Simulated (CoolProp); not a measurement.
R1233zd(E) along the isotherm 450 K: density (kg/m³) from the reference equation and from simpler models built on Tc = 438.9 K, pc = 35.83 bar, ω = 0.304; each cubic takes its own stable root.

Model: reference Helmholtz-energy equation of state, Akasaka 2022, in CoolProp.

```tsv
p (bar)	phase	reference	Redlich-Kwong	Soave-Redlich-Kwong	Peng-Robinson
44.8	supercritical	584.4	506.2	468.8	505.9
89.6	supercritical	849.0	743.0	733.3	812.2
134	supercritical	918.3	827.3	820.4	911.0
179	supercritical	963.7	883.5	878.0	975.6
224	supercritical	997.8	925.7	921.1	1024
269	supercritical	1026	959.6	955.6	1062
313	supercritical	1049	987.2	983.7	1093
358	supercritical	1069	1012	1008	1120
```
